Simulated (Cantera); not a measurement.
## Hydrocarbon pyrolysis for carbon deposition

An isothermal, constant-pressure homogeneous reactor starts with C3H8 : H2 = 1 : 6.2 (molar parts), at 1800 K and 0.000543 atm.

Detailed kinetics in Cantera: GRI-Mech 3.0 (53 species, 325 reactions). GRI-Mech 3.0 was tuned for natural gas; its chemistry of propane as a main component is partial and can be far from experiment. GRI-Mech 3.0 stops at C3 and has no aromatics, soot or wall deposition, so with more carbon than oxygen in the feed, carbon stays in small species such as C2H2 where larger ones or solid carbon would form. Radical loss at walls, strong at low pressure, is not modelled.

```json
[
 {"t (s)": "3.00e-5", "x C3H8": "0.137", "x H2": "0.860", "x C2H6": "9.89e-6", "x CH4": "2.50e-5", "x C2H4": "5.56e-5", "x CH3": "0.00168", "x CH2": "5.47e-9"},
 {"t (s)": "9.53e-5", "x C3H8": "0.132", "x H2": "0.856", "x C2H6": "9.21e-5", "x CH4": "0.000246", "x C2H4": "0.000571", "x CH3": "0.00521", "x CH2": "1.95e-7"},
 {"t (s)": "0.000303", "x C3H8": "0.116", "x H2": "0.843", "x C2H6": "0.000690", "x CH4": "0.00250", "x C2H4": "0.00585", "x CH3": "0.0178", "x CH2": "6.12e-6"},
 {"t (s)": "0.000962", "x C3H8": "0.0639", "x H2": "0.795", "x C2H6": "0.00247", "x CH4": "0.0255", "x C2H4": "0.0365", "x CH3": "0.0577", "x CH2": "7.24e-5"},
 {"t (s)": "0.00306", "x C3H8": "0.00136", "x H2": "0.726", "x C2H6": "0.000838", "x CH4": "0.104", "x C2H4": "0.0639", "x CH3": "0.0614", "x CH2": "0.000123"},
 {"t (s)": "0.00972", "x C3H8": "1.11e-7", "x H2": "0.750", "x C2H6": "0.000115", "x CH4": "0.117", "x C2H4": "0.0252", "x CH3": "0.0268", "x CH2": "5.50e-5"},
 {"t (s)": "0.0309", "x C3H8": "2.80e-8", "x H2": "0.769", "x C2H6": "5.77e-5", "x CH4": "0.108", "x C2H4": "0.00730", "x CH3": "0.0137", "x CH2": "2.65e-5"},
 {"t (s)": "0.0981", "x C3H8": "7.45e-9", "x H2": "0.786", "x C2H6": "2.73e-5", "x CH4": "0.0918", "x C2H4": "0.00236", "x CH3": "0.00762", "x CH2": "1.39e-5"},
 {"t (s)": "0.312", "x C3H8": "1.76e-9", "x H2": "0.802", "x C2H6": "1.14e-5", "x CH4": "0.0706", "x C2H4": "0.000996", "x CH3": "0.00431", "x CH2": "7.60e-6"},
 {"t (s)": "0.990", "x C3H8": "3.88e-10", "x H2": "0.820", "x C2H6": "4.28e-6", "x CH4": "0.0447", "x C2H4": "0.000376", "x CH3": "0.00256", "x CH2": "5.11e-6"},
 {"t (s)": "3.15", "x C3H8": "4.03e-11", "x H2": "0.838", "x C2H6": "9.09e-7", "x CH4": "0.0185", "x C2H4": "8.28e-5", "x CH3": "0.00127", "x CH2": "3.67e-6"},
 {"t (s)": "10.0", "x C3H8": "<1e-12", "x H2": "0.846", "x C2H6": "5.79e-8", "x CH4": "0.00367", "x C2H4": "9.10e-6", "x CH3": "0.000409", "x CH2": "2.28e-6"}
]
```
x: mole fraction; the columns are a selection and need not sum to one.

Equilibrium at this temperature and pressure: C3H8 <1e-12, H2 0.840, C2H6 <1e-12, CH4 9.33e-6, C2H4 1.57e-6, CH3 3.15e-6, CH2 5.96e-8 (gas phase only).
